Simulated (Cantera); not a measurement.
Input: 1 mol SiH2Cl2, 0.055 mol Cl2, a varied amount of H2, at 1773.15 K and 0.133 bar.

These are equilibrium values from Cantera (NASA tables, ideal gas, pure condensed phases), not measurements of a reactor. Candidate condensed phases: Si; 19 gas species. Gases not in the tables: Si2H6 and higher silanes. Equilibrium is a limit: real reactors are often held back by kinetics, nucleation or transport.

Question: What share of the Si ends up in condensed phases as a function of n(H2) (mol), at 4.7, 6.5, 9.1, 13, 18, 24, 34, 47, 65, 91, 130?

Answer: 
```csv
n(H2) (mol),Si condensed (%),as
4.7,42.8,Si(l)
6.5,47.7,Si(l)
9.1,53.1,Si(l)
13,59.2,Si(l)
18,64.7,Si(l)
24,69.6,Si(l)
34,75.0,Si(l)
47,79.6,Si(l)
65,83.7,Si(l)
91,87.1,Si(l)
130,90.1,Si(l)
```
